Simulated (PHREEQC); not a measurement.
Model water analysis in mmol/kgw, 75 °C, pH 3.17, pe 8.4: Na 1.55; K 0.179; Ca 2.29; Mg 1.54; Cl 3.01; S(6) 3.77; O(0) (counted as O atoms) 0.00339; F 0.003; Al 0.00126.

Valence states are taken as typed.

All values are PHREEQC results (ion-association model, phreeqc.dat), not measurements.

No solid was allowed to form.

Question: Order these Ca species by the share of Ca that they hold, largest first: Ca+2, CaHSO4+, CaSO4.

Answer: Ca+2 (82 %), CaSO4 (18 %), CaHSO4+ (0.23 %)

The pH is 3.17 and the ionic strength 0.0134 mol/kgw. Constants without temperature data keep their 25 °C values here. Fluoro complexes past AlF4- and FeF3 are missing from the database.
